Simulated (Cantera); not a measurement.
An adiabatic, constant-pressure homogeneous reactor starts with CH4 : CO : O2 : N2 = 1 : 0.24 : 1.01 : 3.8 (molar parts), at 1400 K and 0.330 bar.

Model: GRI-Mech 3.0 (53 species, 325 reactions), integrated in Cantera.

Problem. Predict: time of steepest temperature rise; temperature at 0.700 s; equilibrium temperature; x(CO) at 0.700 s; x(O2) at 0.700 s.

Solution. 
```json
{
 "time_of_steepest_temperature_rise": "12.3 ms",
 "temperature at 0.700 s": "2388 K",
 "equilibrium_temperature": "2388 K",
 "x(CO) at 0.700 s": "0.154 (gas-phase equilibrium 0.154)",
 "x(O2) at 0.700 s": "2.15e-5 (gas-phase equilibrium 2.15e-5)"
}
```
